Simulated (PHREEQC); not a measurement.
0.01 mol of Iodyrite (AgI) is brought to equilibrium with 1 kg of water holding 0.03 mol NaCl, at 25 °C, the pH being set by adding NaOH or HCl. Oxygen alone is held at its pressure in air (log pO2 = -0.68). No CO2 enters from the air. Solids allowed: Iodyrite, Cerargyrite, Ag2O. Others were left out.

All values are PHREEQC results (acid-base model without metal-ligand complexes, wateq4f.dat), not measurements.

| pH | dissolved Ag (mol/kgw) | dissolved I (mol/kgw) | Cerargyrite (mol) |
|---|---|---|---|
| 3 | 7.99e-9 | 1.48e-8 | 6.82e-9 |
| 3.44 | 8.16e-9 | 1.45e-8 | 6.31e-9 |
| 3.88 | 8.22e-9 | 1.43e-8 | 6.13e-9 |
| 4.31 | 8.24e-9 | 1.43e-8 | 6.06e-9 |
| 4.75 | 8.25e-9 | 1.43e-8 | 6.03e-9 |
| 5.19 | 8.25e-9 | 1.43e-8 | 6.02e-9 |
| 5.62 | 8.26e-9 | 1.43e-8 | 6.02e-9 |
| 6.06 | 8.26e-9 | 1.43e-8 | 6.02e-9 |
| 6.5 | 8.26e-9 | 1.43e-8 | 6.02e-9 |
| 6.94 | 8.26e-9 | 1.43e-8 | 6.02e-9 |
| 7.38 | 8.26e-9 | 1.43e-8 | 6.02e-9 |
| 7.81 | 8.26e-9 | 1.43e-8 | 6.02e-9 |
| 8.25 | 8.26e-9 | 1.43e-8 | 6.02e-9 |
| 8.69 | 8.26e-9 | 1.43e-8 | 6.02e-9 |
| 9.12 | 8.27e-9 | 1.43e-8 | 6.01e-9 |
| 9.56 | 8.28e-9 | 1.43e-8 | 5.99e-9 |
| 10 | 8.33e-9 | 1.43e-8 | 5.94e-9 |

Complexes and solids missing from the database can't appear.
